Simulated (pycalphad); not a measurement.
Computed with pycalphad from the COST 507 light-alloy database (1999), at 1 atm. The data set is of 1999 and partly superseded. The system is extrapolated from its subsystems; higher-order compounds may be missing. Amounts are mole fractions of atoms.

### Question
Give the equilibrium state of Al-8.91Fe-3.16Si-4.32Mn (at.%) at 827 °C.

### Answer
liquid, fraction 0.648, with 2.9 Fe, 4.9 Si, 4.5 Mn at.%; AL13FE4, fraction 0.352, with 20.0 Fe, <0.01 Si, 3.9 Mn at.%.

### Question
Give the equilibrium state of Al-8.91Fe-3.16Si-4.32Mn (at.%) at 452 °C.

### Answer
AL6MN, fraction 0.489, with 8.0 Fe, no Si, 6.3 Mn at.%; ALFESI_ALPHA, fraction 0.262, with 19.0 Fe, 8.8 Si, no Mn at.%; fcc, fraction 0.176, with <0.01 Fe, 0.14 Si, 0.01 Mn at.%; ALMNSI_ALPHA, fraction 0.072, with no Fe, 11.6 Si, 17.4 Mn at.%.

Database names, with the compositions (at.%) that they take in these runs: AL13FE4: Al 76 Fe 20-22 Mn 2-4; ALMNSI_ALPHA: Al 71 Mn 17 Si 11; AL6MN: Al 86 Fe 8 Mn 6; ALFESI_ALPHA: Al 72 Fe 19 Si 8. An entry "none" or "no" means that the model of the phase leaves that element out.
